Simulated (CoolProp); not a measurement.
Properties of R404A along the isobar 4.92 MPa.

The numbers come from the reference Helmholtz-energy equation of state, Lemmon 2003 in CoolProp. It is a pseudo-pure fit of the blend.

```
T (K)          phase  density (kg/m³)  expansivity (1/kK)  conductivity (mW/(m K))  Prandtl number  fugacity coefficient
-----  -------------  ---------------  ------------------  -----------------------  --------------  --------------------
308.5         liquid              ___               4.480                     68.1             ___                0.2877
317.1         liquid            992.6               5.240                     65.2            2.66                0.3378
325.6         liquid            945.2               6.366                      ___            2.64                0.3905
334.1         liquid            889.0               8.238                     58.5            2.68                0.4453
342.6         liquid            817.5               11.99                     54.4            2.86                0.5013
351.2  supercritical            709.5                 ___                     48.5            3.52                0.5571
359.7  supercritical            487.4               63.56                     37.7            5.10                0.6068
368.2  supercritical              ___               28.44                     31.4            2.36                0.6444
376.7  supercritical            278.1               16.91                     29.6            1.63                   ___
385.3  supercritical            246.0               12.22                     28.9            1.35                   ___
393.8  supercritical            224.3               9.717                     28.6            1.21                0.7242
402.3  supercritical            208.0               8.135                     28.6             ___                0.7450
410.8  supercritical            195.0               7.038                     28.7            1.06                0.7639
```

**Question.** What belongs in the gaps?

**Answer.** 
- 308.5, density (kg/m³): 1035
- 308.5, Prandtl number: 2.72
- 325.6, conductivity (mW/(m K)): 62.0
- 351.2, expansivity (1/kK): 23.63
- 368.2, density (kg/m³): 334.3
- 376.7, fugacity coefficient: 0.6747
- 385.3, fugacity coefficient: 0.7011
- 402.3, Prandtl number: 1.12

Viscosity comes from a separate model (Geller 2000). Thermal conductivity comes from a separate model (Geller 2001).
